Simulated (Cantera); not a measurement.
Input (Python, Cantera):

```python
import numpy as np
import cantera as ct

gas = ct.Solution("gri30.yaml")
gas.TPX = 1750, 5400, {'CH4': 1, 'H2': 3}
reactor = ct.IdealGasConstPressureReactor(gas, energy="off", clone=False)
net = ct.ReactorNet([reactor])
net.rtol, net.atol = 1e-08, 1e-18
show = ['CH4', 'H2', 'C2H2', 'C2H6', 'C2H4', 'C2H', 'H']
times = np.geomspace(3e-06, 3, 13)

steps = ct.SolutionArray(gas, extra=["t"])
rows = []
print(f"{'t/s':>10s}{'T/K':>9s}{'P/Pa':>11s}" + "".join(f"{s:>11s}" for s in show))
for t in times:
    while net.time < t:
        t_next = net.step()
        steps.append(gas.state, t=t_next)
    rows.append([np.interp(t, steps.t, y) for y in (steps.T, steps.P, *steps(*show).X.T)])
    print(f"{t:10.3e}{rows[-1][0]:9.1f}{rows[-1][1]:11.4g}" + "".join(f"{x:11.3e}" for x in rows[-1][2:]))
rate = np.gradient(steps.T, steps.t)
print("integrator steps:", len(steps.t))
if steps.T.max() > steps.T[0] + 200:
    print(f"time of steepest temperature rise: {steps.t[rate.argmax()]:.4e} s")
gas.TPX = 1750, 5400, {'CH4': 1, 'H2': 3}
gas.equilibrate("TP")
print(f"equilibrium (TP): T = {gas.T:.1f} K  " + "  ".join(f"{s} {gas[s].X[0]:.3e}" for s in show))
```

It prints:

```
       t/s      T/K       P/Pa        CH4         H2       C2H2       C2H6       C2H4        C2H          H
 3.000e-06   1750.0       5400  2.500e-01  7.500e-01  1.252e-17  5.832e-13  2.017e-13  1.103e-25  1.164e-06
 9.487e-06   1750.0       5400  2.500e-01  7.500e-01  3.642e-15  2.740e-11  1.942e-11  7.507e-23  2.369e-06
 3.000e-05   1750.0       5400  2.500e-01  7.500e-01  9.095e-13  1.109e-09  1.372e-09  4.757e-20  5.701e-06
 9.487e-05   1750.0       5400  2.499e-01  7.500e-01  1.506e-10  3.681e-08  6.122e-08  2.280e-17  1.622e-05
 3.000e-04   1750.0       5400  2.496e-01  7.500e-01  2.160e-08  9.596e-07  2.150e-06  9.988e-15  4.938e-05
 9.487e-04   1750.0       5400  2.487e-01  7.501e-01  3.511e-06  1.600e-05  6.678e-05  4.998e-12  1.519e-04
 3.000e-03   1750.0       5400  2.424e-01  7.526e-01  5.308e-04  1.115e-04  1.352e-03  2.048e-09  4.130e-04
 9.487e-03   1750.0       5400  2.074e-01  7.730e-01  1.253e-02  1.339e-04  3.317e-03  6.439e-08  5.650e-04
 3.000e-02   1750.0       5400  1.377e-01  8.154e-01  4.242e-02  6.424e-05  1.606e-03  2.303e-07  6.296e-04
 9.487e-02   1750.0       5400  6.315e-02  8.608e-01  7.377e-02  1.585e-05  4.718e-04  4.468e-07  7.412e-04
 3.000e-01   1750.0       5400  2.052e-02  8.866e-01  9.140e-02  1.997e-06  1.886e-04  6.274e-07  8.654e-04
 9.487e-01   1750.0       5400  5.919e-03  8.955e-01  9.738e-02  1.867e-07  1.600e-04  7.150e-07  9.348e-04
 3.000e+00   1750.0       5400  1.997e-03  8.979e-01  9.899e-02  2.627e-08  1.594e-04  7.388e-07  9.529e-04
integrator steps: 1020
equilibrium (TP): T = 1750.0 K  CH4 1.225e-03  H2 8.983e-01  C2H2 9.930e-02  C2H6 1.313e-08  C2H4 1.597e-04  C2H 7.427e-07  H 9.554e-04
```

Detailed kinetics in Cantera: GRI-Mech 3.0 (53 species, 325 reactions). GRI-Mech 3.0 stops at C3 and has no aromatics, soot or wall deposition, so with more carbon than oxygen in the feed, carbon stays in small species such as C2H2 where larger ones or solid carbon would form.
